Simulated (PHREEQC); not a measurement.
Consider water at 20 °C with 36 mmol/kgw CaCl2, 1.9 mmol/kgw NaF and 0.89 mmol/kgw H4SiO4. Closed to the air; pH follows from the charge balance.

The numbers come from PHREEQC with the ion-association model, phreeqc.dat.

```tsv
quantity	before	after
pH	6.65	7.05
H3SiO4- (mol/kgw)	6.54e-7	1.28e-8
CaOH+ (mol/kgw)	1.31e-8	6.06e-10
SI of SiO2(a) (SiO2)	-0.28	-2.30
```

Q: Which change was made?
A. CaCl2 replaced by CaBr2 at the same molality
B. diluted 100-fold with water
C. diluted 2-fold with water
D. NaF left out

A: B, diluted 100-fold with water

Precipitation was switched off in this run. Some of these states are supersaturated (in Fluorite, Quartz (slow to form), for instance). SiF6-2 is the database's only silicon fluoride.
